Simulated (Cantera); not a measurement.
Cantera run:

```python
import numpy as np
import cantera as ct

gas_names = """
    CL CL2 H HCL H2 Si SiCL SiCL2 SiCL3 SiCL4 SiH SiHCL3 SiH2 SiH2CL2 SiH3 SiH3CL SiH4 Si2 Si3
""".split()
cond_names = """
    Si(cr) Si(L)
""".split()


def load(file, names, dense=False):
    # The tables refer to 1 bar. Condensed volumes are neglected.
    table = {s.name: s for s in ct.Species.list_from_file(file)}
    out = []
    for n in names:
        d = dict(table[n].input_data)
        d["thermo"] = dict(d["thermo"], **{"reference-pressure": 1e5})
        if dense:
            d["equation-of-state"] = {"model": "constant-volume", "density": "1e6 g/cm^3"}
        out.append(ct.Species.from_dict(d))
    return out


gas = ct.Solution(thermo="ideal-gas", species=load("nasa_gas.yaml", gas_names))
cond = {s.name: ct.Solution(thermo="fixed-stoichiometry", species=[s], name=s.name)
        for s in load("nasa_condensed.yaml", cond_names, dense=True)}
atoms = {
    'SiCl4': {'Si': 1, 'CL': 4},
    'Cl2': {'CL': 2},
    'H2': {'H': 2},
}
top_T = {}  # K; cautious upper limits of use, not melting points


def equilibrate(T, P, feed):
    n = {}
    for name, mol in feed.items():
        for a, k in atoms[name].items():
            n[a] = n.get(a, 0.0) + k * mol
    gas.TPX = T, P, n
    mass = sum(n.values()) * gas.mean_molecular_weight
    gas.equilibrate("TP")
    valid = [c for c in cond.values() if c.min_temp <= T <= top_T.get(c.name, c.max_temp)]
    mix = ct.Mixture([(gas, mass / gas.mean_molecular_weight)] + [(c, 0.0) for c in valid])
    mix.T, mix.P = T, P
    mix.equilibrate("TP", solver="vcs", rtol=1e-11, max_steps=5000)
    return mix


results = []
T = 775  # K
P = 300000  # Pa
for m in [0.4, 0.59, 0.87, 1.3, 1.9, 2.8, 4.1, 6, 8.9, 13, 19]:
    feed = {'SiCl4': 1, 'Cl2': 1.6, 'H2': m}  # mol
    mix = equilibrate(T, P, feed)
    results.append((T, P, feed, dict(zip(mix.species_names, mix.species_moles))))

top = {s: max(r[3][s] / sum(r[3][g] for g in gas_names) for r in results) for s in gas_names}
cols = sorted((s for s in top if top[s] > 0.001), key=lambda s: -top[s])[:6]
seen = [c for c in cond_names if any(r[3].get(c, 0) > 1e-12 for r in results)]
print("log10 of partial pressures in bar; condensed amounts in mol")
print(f"{'n(H2)':>10s}" + "".join(f"{s[:9]:>10s}" for s in cols + seen))
for T, P, feed, n in results:
    ng = sum(n[g] for g in gas_names)
    print(f"{feed['H2']:10.4g}" + "".join(f"{np.log10(max(n[s] / ng * P / 1e5, 1e-99)):10.3f}" for s in cols)
          + "".join(f"{n.get(c, 0):10.4g}" for c in seen))
```

Result:

```
log10 of partial pressures in bar; condensed amounts in mol
     n(H2)        H2       HCL       CL2     SiCL4
       0.4   -13.656    -0.097     0.079    -0.000
      0.59   -13.270     0.045    -0.022    -0.027
      0.87   -12.828     0.177    -0.200    -0.063
       1.3   -12.144     0.301    -0.637    -0.114
       1.9    -0.699     0.329   -12.025    -0.176
       2.8    -0.176     0.250   -12.707    -0.255
       4.1     0.049     0.156   -13.119    -0.349
         6     0.186     0.048   -13.473    -0.458
       8.9     0.280    -0.078   -13.819    -0.584
        13     0.341    -0.211   -14.144    -0.717
        19     0.383    -0.352   -14.469    -0.859
```

These are equilibrium values from Cantera (NASA tables, ideal gas, pure condensed phases), not measurements of a reactor.
